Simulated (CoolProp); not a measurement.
Computed with CoolProp (reference Helmholtz-energy equation of state, Jacobsen 1992).

**Question.** For R11, give the phase and the density (kg/m³), cp (kJ/(kg K)), cv (kJ/(kg K)), Prandtl number at 96.85 °C and 260 bar.

**Answer.** 
- 96.85 °C and 260 bar: liquid; density 1390, cp 0.894, cv 0.627, Prandtl number 3.58

Viscosity comes from a separate model (Klein 1997), an estimate that may be off by 10 % or more. Thermal conductivity comes from a separate model (McLinden 2000), an estimate that may be off by 10 % or more.
